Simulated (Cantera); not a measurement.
Feed: 1 mol Ta2O5, 2.5 mol CH4, 0.36 mol H2, 14 mol CO, at 2325 K and 0.00830 bar.

These are equilibrium values from Cantera (NASA tables, ideal gas, pure condensed phases), not measurements of a reactor. Candidate condensed phases: C, C6H6, C7H8, C8H18, H2O, Ta, TaC, Ta2O5; 113 gas species. Mutual solubility and eutectic melting of coexisting phases are not modelled. Condensed phases not in the tables: Ta2C, N, O or C dissolved in the metal. The numbers say what is thermodynamically allowed, not how fast it happens.

Base state: CO 0.723, H2 0.207, H 0.0549, TaO2 0.0113, TaO 0.00253, H2O 0.00107, CO2 0.000659, OH 4.74e-5 (mole fractions); condensed: Ta(s) + Ta2O5(l).

Q: What changes in the equilibrium state with this change: Ta2O5 replaced by MgO?

A: 
```
species            before    after
----------------  -------  -------
CO                  0.723    0.683
H2                  0.207    0.215
H                  0.0549   0.0560
Mg                      0   0.0455
TaO2               0.0113        0
TaO               0.00253        0
C2H2 (acetylene)    <1e-9  0.00105
Ta(s), mol          0.930        0
Ta2O5(l), mol       0.377        0
C(graphite), mol        0     1.45
```
The tables' values for MgH are old estimates; treat these amounts as uncertain. Further candidate phases: Mg, MgCO3, MgO, Mg(OH)2.
